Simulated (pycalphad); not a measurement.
Computed with pycalphad from the COST 507 light-alloy database (1999), at 1 atm. These are 1990s assessments: newer ones move some temperatures and phases. Phase fractions are per mole of atoms.

**Question.** Give the equilibrium state of Al-1.18C (at.%) at 1750 K.

**Answer.** liquid, fraction 0.977, with 0.21 C at.%; AL4C3, fraction 0.023, with 42.9 C at.%.

**Question.** Give the equilibrium state of Al-1.18C (at.%) at 675 K.

**Answer.** fcc, fraction 0.972, with <0.01 C at.%; AL4C3, fraction 0.028, with 42.9 C at.%.

Database names, with the compositions (at.%) that they take in these runs: AL4C3: Al 57 C 43.
